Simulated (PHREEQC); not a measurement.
PHREEQC input (ion-association model, wateq4f.dat):

```
SOLUTION_MASTER_SPECIES
  An  An-  0  An  62.0  # stands for a non-complexing anion
SOLUTION_SPECIES
  An- = An-
    -log_k 0
    -gamma 3.0 0
PHASES
  Fix_H+
    H+ = H+
    -log_k 0
SOLUTION 1
  temp 25
  units mmol/kgw
  pH 7 charge
  Na 50
  An 50
END
SELECTED_OUTPUT 1
  -reset false
  -pH true
  -pe true
  -ionic_strength true
  -water true
  -totals Na
  -molalities Hfo_wOH Hfo_wOH2+ Hfo_wO- Hfo_sOH Hfo_sOH2+ Hfo_sO-
USER_PUNCH 1
  -headings sigma psi
  10 PUNCH EDL("sigma", "Hfo"), EDL("psi", "Hfo")
PRINT
  -reset false
USE solution 1
SURFACE 1
  Hfo_wOH 0.000921348 600 0.41
  Hfo_sOH 2.30337e-05
EQUILIBRIUM_PHASES 1
  Fix_H+ -3 HAn 10
    -force_equality true
  O2(g) -0.68 10
END
# ... the last block is repeated for the other 12 points of pH, with NaOH or the acid as the point needs
```

Selected output (columns that matter, 11 of 13 rows; pH added in front):

```
pH	mu	Na	m_Hfo_wOH	m_Hfo_wOH2+	m_Hfo_wO-	m_Hfo_sOH	m_Hfo_sOH2+	m_Hfo_sO-	sigma	psi
3	0.051628	0.05	3.2821e-05	0.0008885	2.7775e-08	8.2053e-07	2.2212e-05	6.9437e-10	0.35722	0.16904
3.67	0.050663	0.05	0.00011621	0.00080476	3.8441e-07	2.9051e-06	2.0119e-05	9.6102e-09	0.3234	0.16443
4.33	0.050384	0.05	0.0002736	0.00064509	2.6584e-06	6.84e-06	1.6127e-05	6.646e-08	0.25829	0.15307
5.67	0.050149	0.05	0.00058518	0.00031094	2.5229e-05	1.463e-05	7.7734e-06	6.3074e-07	0.11487	0.11208
6.33	0.050086	0.05	0.0006607	0.0002139	4.6751e-05	1.6517e-05	5.3475e-06	1.1688e-06	0.067204	0.085764
7	0.050044	0.05	0.00069453	0.00015596	7.0857e-05	1.7363e-05	3.8989e-06	1.7714e-06	0.034215	0.055529
7.67	0.050015	0.05	0.0007057	0.00012257	9.308e-05	1.7642e-05	3.0642e-06	2.327e-06	0.011856	0.022493
8.33	0.05001	0.050017	0.00070688	0.00010001	0.00011446	1.7672e-05	2.5003e-06	2.8614e-06	-0.0058068	-0.011282
9.67	0.050127	0.050197	0.00067548	5.4671e-05	0.00019119	1.6887e-05	1.3668e-06	4.7798e-06	-0.054889	-0.076202
10.33	0.050387	0.050511	0.00061593	3.1759e-05	0.00027365	1.5398e-05	7.9397e-07	6.8413e-06	-0.097256	-0.10366
11	0.051436	0.051638	0.00049933	1.3999e-05	0.00040801	1.2483e-05	3.4998e-07	1.02e-05	-0.15842	-0.12764
```

The oxide is taken as insoluble; below pH 4 it would dissolve.
